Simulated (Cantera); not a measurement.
Stirred combustor or abatement burner

A perfectly stirred reactor is fed with H2 : O2 : N2 = 1 : 0.746 : 2.81 (molar parts), equivalence ratio 0.67, at 5.00 bar; it is adiabatic with a 600 K inlet, and is followed from long to short residence time, starting on the burning branch (τ in s: 0.45, 0.12, 0.035, 0.0097, 0.0027, 0.00075, 0.00021, 5.8e-05, 1.6e-05).

Model: the H2/O2 subset of GRI-Mech 3.0, which has no nitrogen chemistry, integrated in Cantera. The hydrogen kinetics of GRI-Mech 3.0 are dated; newer H2 mechanisms differ, most at raised pressure.

```tsv
τ (s)	T (K)	x H2	x O2	x H2O2	x H	x O
0.45	2206	0.000536	0.0597	4.61e-7	6.11e-5	0.000310
0.12	2206	0.000544	0.0597	4.62e-7	6.22e-5	0.000314
0.035	2206	0.000572	0.0597	4.65e-7	6.60e-5	0.000324
0.0097	2204	0.000670	0.0597	4.78e-7	8.02e-5	0.000362
0.0027	2198	0.000982	0.0596	5.22e-7	0.000132	0.000487
0.00075	2183	0.00185	0.0595	6.51e-7	0.000324	0.000858
0.00021	2149	0.00388	0.0595	9.25e-7	0.000985	0.00176
5.8e-5	2080	0.00808	0.0601	1.40e-6	0.00306	0.00367
1.6e-5	1954	0.0157	0.0626	2.29e-6	0.00842	0.00681
```
x: mole fraction; the columns are a selection and need not sum to one.
